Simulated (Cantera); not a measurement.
An isothermal, constant-pressure homogeneous reactor starts with 12.2 % NO, 86.4 % N₂, 1.46 % H₂O, at 1798 K and 750 Torr.

Detailed kinetics in Cantera: GRI-Mech 3.0 (53 species, 325 reactions).

x: mole fraction; the columns are a selection and need not sum to one.

| t (s) | x NO | x N₂ | x O | x NO₂ | x O₂ | x N₂O |
|---|---|---|---|---|---|---|
| 1.00e-5 | 0.122 | 0.864 | 2.65e-8 | 2.32e-9 | 9.11e-12 | 3.35e-8 |
| 5.99e-5 | 0.122 | 0.864 | 6.66e-8 | 4.55e-8 | 2.12e-10 | 1.98e-7 |
| 0.000359 | 0.122 | 0.864 | (withheld) | (withheld) | (withheld) | (withheld) |
| 0.00215 | 0.122 | 0.864 | 9.59e-7 | 6.80e-6 | 1.23e-6 | 4.16e-6 |
| 0.0129 | 0.122 | 0.864 | 1.79e-6 | 9.09e-6 | 6.08e-5 | 5.69e-6 |
| 0.0774 | 0.121 | 0.864 | 2.68e-6 | 1.38e-5 | 0.000297 | 5.62e-6 |
| 0.464 | 0.118 | 0.865 | 5.47e-6 | 2.85e-5 | 0.00172 | 5.37e-6 |
| 2.78 | (withheld) | 0.873 | (withheld) | 5.58e-5 | (withheld) | (withheld) |
| 16.7 | 0.0495 | 0.900 | 2.29e-5 | 5.17e-5 | 0.0360 | 1.04e-6 |
| 100 | 0.00561 | 0.922 | 2.89e-5 | 7.41e-6 | 0.0580 | 1.56e-7 |

Problem. What belongs in the gaps?

Solution. 
- 0.000359, x O: 1.08e-7
- 0.000359, x NO₂: 4.67e-7
- 0.000359, x O₂: 5.20e-9
- 0.000359, x N₂O: 1.09e-6
- 2.78, x NO: 0.102
- 2.78, x O: 1.21e-5
- 2.78, x O₂: 0.00956
- 2.78, x N₂O: 4.07e-6
